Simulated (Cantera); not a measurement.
**Ignition delay**

Mixture: CH4 : O2 : N2 : H2O = 1 : 1 : 3.7 : 0.024 (molar parts), at 13.0 bar, adiabatic and at constant volume. Ignition delay is the time to a rise of 400 K.

Model: GRI-Mech 3.0 (53 species, 325 reactions), integrated in Cantera. The pressure lies above the range GRI-Mech 3.0 was tuned for (to about 10 atm).

```
T0 (K)  delay (ms)
------  ----------
1050          35.9
1150          8.90
1250          2.60
1350         0.851
1450         0.303
1550         0.115
1650        0.0465
1750        0.0203
1850       0.00963
```

```
Property                                                Result
--------------------------------------------------  ----------
apparent activation energy between 1650 and 1850 K  200 kJ/mol
```
